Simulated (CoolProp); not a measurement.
Model: reference Helmholtz-energy equation of state, Jacobsen 1992, in CoolProp.

**Question.** Give the vapour pressure (MPa), liquid density (kg/m³), vapour Z, liquid viscosity (µPa s) of saturated R11 at 23.35, 49.15, 87.85 °C.

**Answer.** 
```
T (°C)  p (MPa)  liquid density (kg/m³)  vapour Z  liquid viscosity (µPa s)
------  -------  ----------------------  --------  ------------------------
23.35     0.100                    1480     0.964                       440
49.15     0.230                    1420     0.936                       344
87.85     0.629                    1310     0.870                       244
```

Viscosity comes from a separate model (Klein 1997), an estimate that may be off by 10 % or more.
